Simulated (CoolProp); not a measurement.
Vapour-liquid equilibrium of cis-2-butene (1) + acetone (2) at 2.03 bar; x and y are mole fractions of (1).

Model: multi-fluid Helmholtz-energy mixture model, Lemmon 2005 and Lemmon 2006; pair parameters Bell 2016, in CoolProp.

Q: Give the bubble temperature and the first vapour's composition at x = 0.25, 0.65, 0.95. Is there an azeotrope?

A: x = 0.25: 40.4 °C, y = 0.762; x = 0.65: 28.2 °C, y = 0.893; x = 0.95: 24.1 °C, y = 0.973. No azeotrope shows between x = 0.05 and 0.95.

Pair parameters are fitted to limited data, so mixtures are less certain than the pure fluids. With so large a gap from Raoult's law the liquid may split in two, which this calculation doesn't test in full.
